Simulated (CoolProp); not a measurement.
A simple Rankine cycle with water: condensing at 288.15 K, boiler at 3.8 MPa, turbine inlet 525.5 K, turbine efficiency 0.75, pump efficiency 0.6, no recuperator. Each further row changes one setting.

Values from CoolProp's reference Helmholtz-energy equation of state, Wagner 2002.

| case | thermal efficiency (%) | net work (kJ/kg) | heat in (kJ/kg) | turbine exit temperature (K) | volume ratio over the turbine |
|---|---|---|---|---|---|
| as stated | 28.6 | 786 | 2750 | 288.1 | 1160 |
| turbine inlet 545.5 K | 28.7 | 810 | 2820 | 288.1 | 1100 |
| condensing temperature 280.15 K | 29.5 | 822 | 2790 | 280.2 | 1900 |
| boiler pressure 2.66 MPa | 27.6 | 777 | 2810 | 288.1 | 787 |
| turbine efficiency 0.65 | 24.7 | 681 | 2750 | 288.1 | 1220 |

The expansion ends wet for: as stated; turbine inlet 545.5 K; condensing temperature 280.15 K; boiler pressure 2.66 MPa; turbine efficiency 0.65.
